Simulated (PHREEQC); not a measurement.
A solution holds 57 mmol/kgw HCl, 0.48 mmol/kgw FeSO4 and 89 mmol/kgw MgSO4, at 55 °C. It is in equilibrium with CO2 at log p = -1 (atm). Otherwise closed; pH follows from the charge balance.

Equilibrium calculation in PHREEQC: Pitzer model, pitzer.dat.

### Question
The ionic strength comes out as 0.346 mol/kgw. What activity coefficients do HSO4-, SO4-2, Mg+2, Fe+2, H+ get?

### Answer
HSO4- 0.69, SO4-2 0.12, Mg+2 0.22, Fe+2 0.22, H+ 0.70. Single-ion values are on the MacInnes scale.

This is a speciation only: nothing precipitates in the calculation. Species that the database lacks are ignored. Away from 25 °C the constants follow the database's enthalpies or fits; those with neither stay at their 25 °C values.
